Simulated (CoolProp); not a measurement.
Values from CoolProp's reference Helmholtz-energy equation of state, Thol 2019.

Q: For n-hexane, give the phase and the cp (kJ/(kg K)), cv (kJ/(kg K)), viscosity (µPa s), conductivity (mW/(m K)) at 600 K and 830 kPa; 600 K and 1250 kPa; 600 K and 2910 kPa.

A: 
- 600 K and 830 kPa: gas; cp 2.93, cv 2.80, viscosity 12.9, conductivity 48.8
- 600 K and 1250 kPa: gas; cp 2.96, cv 2.81, viscosity 13.5, conductivity 48.9
- 600 K and 2910 kPa: gas; cp 3.12, cv 2.84, viscosity 16.1, conductivity 51.1

Viscosity comes from a separate model (Michailidou 2013). Thermal conductivity comes from a separate model (Assael 2013).
